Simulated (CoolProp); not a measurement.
Vapour-liquid equilibrium of R134a (1) + cyclopropane (2) at 23.1 bar; x and y are mole fractions of (1).

Computed with CoolProp (multi-fluid Helmholtz-energy mixture model, Tillner-Roth 1994 and Polt 1992; pair parameters Bell 2016). This equation is an older, rougher fit; its heat capacities, sound speeds and derivatives of the liquid may be far off and weren't checked against measurements.

| x | bubble temperature, mixture model (K) | bubble temperature, Raoult's law (K) | y, mixture model | y, Raoult's law |
|---|---|---|---|---|
| 0.05 | 344.9 | 348.4 | 0.092 | 0.051 |
| 0.125 | 341.1 | 348.3 | 0.198 | 0.128 |
| 0.2 | 338.6 | 348.2 | 0.277 | 0.205 |
| 0.275 | 337.1 | 348.1 | 0.340 | 0.281 |
| 0.35 | 336.1 | 348.0 | 0.395 | 0.357 |
| 0.425 | 335.6 | 347.9 | 0.444 | 0.432 |
| 0.5 | 335.5 | 347.8 | 0.493 | 0.507 |
| 0.575 | 335.8 | 347.7 | 0.544 | 0.582 |
| 0.65 | 336.5 | 347.6 | 0.600 | 0.657 |
| 0.725 | 337.7 | 347.5 | 0.662 | 0.731 |
| 0.8 | 339.3 | 347.4 | 0.735 | 0.805 |
| 0.875 | 341.7 | 347.3 | 0.821 | 0.878 |
| 0.95 | 344.7 | 347.2 | 0.923 | 0.951 |

The largest gap from Raoult's law is -12.3 K in bubble temperature, at x = 0.425. y crosses x between x = 0.425 and 0.5: the model has an azeotrope there.

Pair parameters are fitted to limited data, so mixtures are less certain than the pure fluids.
